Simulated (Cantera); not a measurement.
Cantera run:

```python
import numpy as np
import cantera as ct

gas_names = """
    H HNO HNO2 HNO3 HO2 H2 H2O H2O2 N NH NH2 NH3 NH2OH NO NO2 NO3 N2 N2H2 N2H4 N2O O OH O2 O3 Si SiH
    SiH2 SiH3 SiH4 SiN SiO SiO2 Si2 Si2N Si3
""".split()
cond_names = """
    H2O(s) H2O(L) Si(cr) Si(L) SiO2(Lqz) SiO2(hqz) SiO2(L) Si2N2O(s) Si3N4(a)
""".split()


# ... load() reads the species with a 1 bar reference pressure and builds the phases ...
atoms = {
    'Si': {'Si': 1},
    'N2O': {'N': 2, 'O': 1},
    'H2': {'H': 2},
}
top_T = {'Si2N2O(s)': 2100, 'Si3N4(a)': 2400}  # K; cautious upper limits of use, not melting points


# ... equilibrate(T, P, feed) seeds the gas with the atoms and calls Mixture.equilibrate('TP', solver="vcs", rtol=1e-11, max_steps=5000) ...
results = []
feed = {'Si': 1, 'N2O': 1.3, 'H2': 3.3}  # mol
T = 1898.15  # K
P = 1000  # Pa
mix = equilibrate(T, P, feed)
results.append((T, P, feed, dict(zip(mix.species_names, mix.species_moles))))
x = sorted(zip(gas.X, gas.species_names), reverse=True)
print(f"T = {T:g} K  P = {P:g} Pa  gas = {mix.phase_moles(0):.4g} mol")
print("   x: " + "  ".join(f"{s} {v:.3e}" for v, s in x if v > 1e-06))
print("   condensed (mol): " + ("  ".join(f"{mix.phase(i).name} {mix.phase_moles(i):.4g}"
      for i in range(1, mix.n_phases) if mix.phase_moles(i) > 1e-12) or "none"))
```

Output:

```
T = 1898.15 K  P = 1000 Pa  gas = 5.348 mol
   x: H2 6.080e-01  N2 2.431e-01  SiO 1.368e-01  H 6.102e-03  H2O 5.959e-03  OH 4.894e-06  SiO2 3.999e-06
   condensed (mol): SiO2(L) 0.2681
```

Method: chemical equilibrium by Gibbs-energy minimisation in Cantera with the NASA 1993 tables (ideal gas, pure condensed phases). The tables hold silica as quartz up to 1696 K and as liquid above; real silica turns to tridymite and cristobalite and melts near 1996 K.
